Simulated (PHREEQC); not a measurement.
PHREEQC input (ion-association model, wateq4f.dat):

```
SOLUTION 1
  temp 25
  units mol/kgw
  pH 7 charge
END
SELECTED_OUTPUT 1
  -reset false
  -pH true
  -pe true
  -ionic_strength true
  -water true
  -totals Al C S C(-4) C(4) S(-2) S(6)
  -molalities H+ Al+3 CO3-2 SO4-2 CO2 HCO3- AlOH+2 Al(OH)2+ Al(OH)3 Al(OH)4-
    AlSO4+ Al(SO4)2- HSO4- H2S HS- S-2 O2 OH- AlHSO4+2
  -equilibrium_phases Basaluminite Al(OH)3(a)
PRINT
  -reset false
USE solution 1
EQUILIBRIUM_PHASES 1
  Basaluminite 0 0.5
  Al(OH)3(a) 0 0
  O2(g) -0.68 10
  CO2(g) -5 10
END
# ... the last block is repeated for the other 10 points of log pCO2 (atm)
```

Selected output (columns that matter, 10 of 11 rows; log pCO2 (atm) added in front):

```
log pCO2 (atm)	pH	mu	Al	C	S	m_H+	m_Al+3	m_SO4-2	m_CO2	m_AlOH+2	m_AlSO4+	m_OH-	Basaluminite
-5	6.1725	2.6606e-06	2.1547e-06	5.6614e-07	5.3869e-07	6.7356e-07	6.5967e-09	5.3864e-07	3.4046e-07	9.6546e-08	1.0982e-11	1.4919e-08	0.5
-4.5	6.1107	2.9302e-06	2.1225e-06	1.6958e-06	5.3063e-07	7.7649e-07	9.4554e-09	5.3057e-07	1.0766e-06	1.1999e-07	1.5488e-11	1.2944e-08	0.5
-4	5.9792	3.6753e-06	2.1563e-06	4.8513e-06	5.3907e-07	1.0514e-06	2.0128e-08	5.3899e-07	3.4046e-06	1.8847e-07	3.3396e-11	9.5645e-09	0.5
-3.5	5.779	5.4566e-06	2.4561e-06	1.3652e-05	6.1402e-07	1.6681e-06	6.2007e-08	6.1381e-07	1.0766e-05	3.6524e-07	1.1648e-10	6.0341e-09	0.5
-3	5.5496	9.2987e-06	3.2346e-06	3.9432e-05	8.0864e-07	2.8313e-06	2.1862e-07	8.0789e-07	3.4045e-05	7.5623e-07	5.3522e-10	3.561e-09	0.5
-2	5.1047	3.526e-05	8.0473e-06	0.00035986	2.0118e-06	7.912e-06	2.3334e-06	1.9968e-06	0.00034045	2.8508e-06	1.3569e-08	1.2828e-09	0.5
-1.5	4.9015	7.451e-05	1.485e-05	0.0011151	3.7126e-06	1.267e-05	6.6675e-06	3.6401e-06	0.0010766	5.0264e-06	6.8143e-08	8.0598e-10	0.5
-1	4.7111	0.00016169	2.9692e-05	0.0034834	7.4229e-06	1.9731e-05	1.768e-05	7.0773e-06	0.0034044	8.4091e-06	3.327e-07	5.223e-10	0.49999
-0.5	4.5327	0.00035592	6.288e-05	0.010932	1.572e-05	2.9949e-05	4.4372e-05	1.4141e-05	0.010765	1.3554e-05	1.5402e-06	3.4877e-10	0.49998
0	4.3664	0.00079058	0.00013882	0.034402	3.4706e-05	4.4348e-05	0.00010734	2.8014e-05	0.034039	2.1352e-05	6.5749e-06	2.4014e-10	0.49997
```
